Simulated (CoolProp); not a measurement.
Properties of R123 at several states (Tc = 183.7 °C, pc = 3.662 MPa, ω = 0.282).

Computed with CoolProp (reference Helmholtz-energy equation of state, Younglove 1994). It is a modified Benedict-Webb-Rubin equation, recast in Helmholtz form.

| T (°C) | p (MPa) | phase | density (kg/m³) | cp (kJ/(kg K)) | cv (kJ/(kg K)) | expansivity (1/kK) | fugacity coefficient |
|---|---|---|---|---|---|---|---|
| -1.35 | 3.97 | liquid | 1538 | 0.9834 | 0.6859 | 1.523 | 0.009028 |
| 129.45 | 7.04 | liquid | 1199 | 1.147 | 0.7973 | 2.748 | 0.2016 |
| 16.45 | 0.0182 | gas | 1.166 | 0.6651 | 0.6082 | 3.564 | 0.9915 |
